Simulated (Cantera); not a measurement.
Cantera run:

```python
import numpy as np
import cantera as ct

gas_names = [...]  # 118 gases of nasa_gas.yaml made of C, Cl, F, H
cond_names = """
    C(gr) C6H6(L) C7H8(L) C8H18(L),n-octa
""".split()


# ... load() reads the species with a 1 bar reference pressure and builds the phases ...
atoms = {
    'CF4': {'C': 1, 'F': 4},
    'HCl': {'H': 1, 'CL': 1},
    'F2': {'F': 2},
}
top_T = {'C(gr)': 4500}  # K; cautious upper limits of use, not melting points


# ... equilibrate(T, P, feed) seeds the gas with the atoms and calls Mixture.equilibrate('TP', solver="vcs", rtol=1e-11, max_steps=5000) ...
results = []
feed = {'CF4': 1, 'HCl': 1.4, 'F2': 0.011}  # mol
T = 2625  # K
P = 11000  # Pa
mix = equilibrate(T, P, feed)
results.append((T, P, feed, dict(zip(mix.species_names, mix.species_moles))))
print(gas.report(threshold=0.0001))
for i in range(1, mix.n_phases):
    print(f"{mix.phase(i).name:16s} {mix.phase_moles(i):12.5e} mol")
```

Result:

```
       temperature   2625 K
          pressure   11000 Pa
           density   0.015584 kg/m^3
  mean mol. weight   30.921 kg/kmol
   phase of matter   gas

                          1 kg             1 kmol
                     ---------------   ---------------
          enthalpy            -24618        -7.612e+05  J
   internal energy       -7.3047e+05       -2.2587e+07  J
           entropy              9042        2.7958e+05  J/K
    Gibbs function        -2.376e+07       -7.3467e+08  J
 heat capacity c_p            1077.8             33325  J/K
 heat capacity c_v            808.88             25011  J/K

                      mass frac. Y      mole frac. X     chem. pot. / RT
                     ---------------   ---------------   ---------------
                CF          0.008429         0.0084048           -26.139
               CF2           0.28039           0.17337           -48.901
               CF3         0.0091988         0.0041218           -71.663
               CF4          0.030494          0.010714           -94.425
                CL           0.35533           0.30993           -21.146
               CLF        0.00082936        0.00047098           -43.908
               CL2         0.0011503        0.00050164           -42.291
                 F           0.10978           0.17868           -22.762
               HCL         0.0025943         0.0022002           -39.801
                HF           0.20148           0.31139           -41.417
     [ +108 minor]        0.00032353        0.00022152

C(gr)             1.21410e-01 mol
```

Equilibrium computed with Cantera from the NASA thermochemical tables; the gas is ideal and each condensed phase is pure. Gases not in the tables: C2F6 and larger saturated fluorocarbons.
